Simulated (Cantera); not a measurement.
Cantera run:

```python
import numpy as np
import cantera as ct

gas_names = [...]  # 131 gases of nasa_gas.yaml made of C, H, O
cond_names = """
    C(gr) C6H6(L) C7H8(L) C8H18(L),n-octa H2O(s) H2O(L)
""".split()


# ... load() reads the species with a 1 bar reference pressure and builds the phases ...
atoms = {
    'C3H6': {'C': 3, 'H': 6},
    'H2O': {'H': 2, 'O': 1},
    'H2': {'H': 2},
}
top_T = {'C(gr)': 4500}  # K; cautious upper limits of use, not melting points


# ... equilibrate(T, P, feed) seeds the gas with the atoms and calls Mixture.equilibrate('TP', solver="vcs", rtol=1e-11, max_steps=5000) ...
results = []
feed = {'C3H6': 1, 'H2O': 1.6, 'H2': 61}  # mol
P = 133.322  # Pa
for T in [3000, 3250, 3500, 3750, 4000, 4250, 4500, 4750, 5000]:
    mix = equilibrate(T, P, feed)
    results.append((T, P, feed, dict(zip(mix.species_names, mix.species_moles))))
    x = sorted(zip(gas.X, gas.species_names), reverse=True)
    print(f"T = {T:g} K  P = {P:g} Pa  gas = {mix.phase_moles(0):.4g} mol")
    print("   x: " + "  ".join(f"{s} {v:.3e}" for v, s in x if v > 0.001))
    print("   condensed (mol): " + ("  ".join(f"{mix.phase(i).name} {mix.phase_moles(i):.4g}"
          for i in range(1, mix.n_phases) if mix.phase_moles(i) > 1e-12) or "none"))
```

Output:

```
T = 3000 K  P = 133.322 Pa  gas = 127.8 mol
   x: H 9.329e-01  H2 4.654e-02  CO 1.252e-02  C 6.112e-03
   condensed (mol): none
T = 3250 K  P = 133.322 Pa  gas = 132.5 mol
   x: H 9.657e-01  CO 1.207e-02  H2 1.206e-02  C 9.825e-03
   condensed (mol): none
T = 3500 K  P = 133.322 Pa  gas = 133.7 mol
   x: H 9.740e-01  CO 1.197e-02  C 1.035e-02  H2 3.627e-03
   condensed (mol): none
T = 3750 K  P = 133.322 Pa  gas = 134 mol
   x: H 9.764e-01  CO 1.192e-02  C 1.043e-02  H2 1.265e-03
   condensed (mol): none
T = 4000 K  P = 133.322 Pa  gas = 134.1 mol
   x: H 9.770e-01  CO 1.181e-02  C 1.054e-02
   condensed (mol): none
T = 4250 K  P = 133.322 Pa  gas = 134.3 mol
   x: H 9.767e-01  CO 1.119e-02  C 1.114e-02
   condensed (mol): none
T = 4500 K  P = 133.322 Pa  gas = 134.6 mol
   x: H 9.747e-01  C 1.318e-02  CO 9.072e-03  O 2.817e-03
   condensed (mol): none
T = 4750 K  P = 133.322 Pa  gas = 135.1 mol
   x: H 9.712e-01  C 1.665e-02  O 6.373e-03  CO 5.472e-03
   condensed (mol): none
T = 5000 K  P = 133.322 Pa  gas = 135.5 mol
   x: H 9.681e-01  C 1.958e-02  O 9.456e-03  CO 2.350e-03
   condensed (mol): none
```

Cantera equilibrium calculation (NASA polynomials, part measured and part estimated; ideal gas, pure solids and liquids).
